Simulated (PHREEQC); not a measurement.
PHREEQC input (Pitzer model, pitzer.dat):

```
SOLUTION 1
  temp 25
  units mol/kgw
  pH 7 charge
  Cl 0.012
  Na 0.202
  C(4) 0.19
END
USE solution 1
INCREMENTAL_REACTIONS false
REACTION 1
  H2O -1
  0 9.886 18.011 24.689 30.178 34.689 38.397 41.444
  43.949 46.007 47.699 49.089 50.232 51.172 51.944 52.578
  53.1 53.528 53.88 54.17 54.408 54.603 54.764 54.896
  55.005 55.094 55.168 55.228 moles
EQUILIBRIUM_PHASES 1
  Halite 0 0
  Nahcolite 0 0
  Natron 0 0
  Trona 0 0
SELECTED_OUTPUT 1
  -reset false
  -pH true
  -pe true
  -ionic_strength true
  -water true
  -activities H2O
  -totals C Cl Na
  -molalities H+ Na+ Cl- CO3-2 OH- HCO3- CO2
  -equilibrium_phases Halite Nahcolite Natron Trona
PRINT
  -reset false
END
```

Selected output (columns that matter, 26 of 28 rows; water left (kg) added in front):

```
water left (kg)	pH	mu	C	Cl	Na	m_H+	m_Na+	m_Cl-	m_OH-	m_HCO3-	la_H2O	Nahcolite
1	7.9743	0.20531	0.19	0.012	0.202	1.7841e-08	0.202	0.012	1.3421e-06	0.18339	-0.0028153	0
0.821895	7.9488	0.24985	0.23117	0.0146	0.24577	1.9387e-08	0.24577	0.0146	1.2933e-06	0.22301	-0.0033884	0
0.675515	7.9219	0.30405	0.28127	0.017764	0.29903	2.1084e-08	0.29903	0.017764	1.2429e-06	0.27122	-0.0040783	0
0.555205	7.8934	0.37	0.34222	0.021614	0.36383	2.2958e-08	0.36383	0.021614	1.1905e-06	0.32988	-0.0049091	0
0.456316	7.863	0.45023	0.41638	0.026298	0.44268	2.5041e-08	0.44268	0.026298	1.1354e-06	0.40127	-0.0059091	0
0.375046	7.8301	0.54784	0.5066	0.031996	0.5386	2.7376e-08	0.5386	0.031996	1.0768e-06	0.48813	-0.007112	0
0.308243	7.7943	0.66661	0.6164	0.03893	0.65533	3.0019e-08	0.65533	0.03893	1.0142e-06	0.59384	-0.0085582	0
0.208218	7.7116	0.98687	0.91251	0.057632	0.97014	3.6502e-08	0.97014	0.057632	8.7518e-07	0.87904	-0.012379	0
0.171141	7.6632	1.2006	1.1102	0.070118	1.1803	4.052e-08	1.1803	0.070118	7.9836e-07	1.0695	-0.014877	0
0.140651	7.639	1.3163	1.2089	0.085317	1.2942	4.2391e-08	1.2942	0.085317	7.6177e-07	1.1646	-0.01624	0.019973
0.115599	7.6382	1.3244	1.1987	0.10381	1.3025	4.204e-08	1.3025	0.10381	7.6145e-07	1.1548	-0.016391	0.051437
0.0949979	7.6372	1.3344	1.1864	0.12632	1.3127	4.1622e-08	1.3127	0.12632	7.6102e-07	1.1429	-0.016577	0.077299
0.0780558	7.6359	1.3467	1.1716	0.15374	1.3253	4.1126e-08	1.3253	0.15374	7.6041e-07	1.1287	-0.016806	0.098552
0.0641417	7.6343	1.3621	1.1539	0.18709	1.3409	4.0541e-08	1.3409	0.18709	7.5957e-07	1.1116	-0.017088	0.11599
0.0527149	7.6323	1.3811	1.1327	0.22764	1.3604	3.9857e-08	1.3604	0.22764	7.5839e-07	1.0912	-0.017437	0.13029
0.0433067	7.6297	1.4049	1.1075	0.27709	1.3846	3.906e-08	1.3846	0.27709	7.5672e-07	1.0669	-0.017871	0.14204
0.0355927	7.6264	1.4347	1.0778	0.33715	1.415	3.8145e-08	1.415	0.33715	7.5438e-07	1.0383	-0.018412	0.15164
0.0292484	7.6221	1.4724	1.0429	0.41028	1.4532	3.7104e-08	1.4532	0.41028	7.5108e-07	1.0046	-0.019088	0.1595
0.0240217	7.6164	1.5201	1.0021	0.49955	1.5017	3.593e-08	1.5017	0.49955	7.4639e-07	0.96529	-0.019942	0.16593
0.0162177	7.5994	1.6585	0.90192	0.73993	1.6419	3.3221e-08	1.6419	0.73993	7.3069e-07	0.8686	-0.022397	0.17537
0.013316	7.5868	1.7587	0.84195	0.90117	1.7431	3.1701e-08	1.7431	0.90117	7.1805e-07	0.81073	-0.024167	0.17879
0.0109369	7.5703	1.8877	0.77607	1.0972	1.8733	3.0095e-08	1.8733	1.0972	7.0099e-07	0.74716	-0.02645	0.18151
0.00897249	7.549	2.0553	0.70466	1.3374	2.0421	2.8399e-08	2.0421	1.3374	6.7829e-07	0.67825	-0.029437	0.18368
0.00736851	7.522	2.2703	0.62986	1.6286	2.2584	2.6625e-08	2.2584	1.6286	6.4933e-07	0.60608	-0.033324	0.18536
0.00603489	7.4878	2.5508	0.55189	1.9884	2.5403	2.4705e-08	2.5403	1.9884	6.1295e-07	0.53089	-0.038515	0.18667
0.0049536	7.4465	2.9061	0.47453	2.4225	2.897	2.2629e-08	2.897	2.4225	5.701e-07	0.45633	-0.045318	0.18765
```
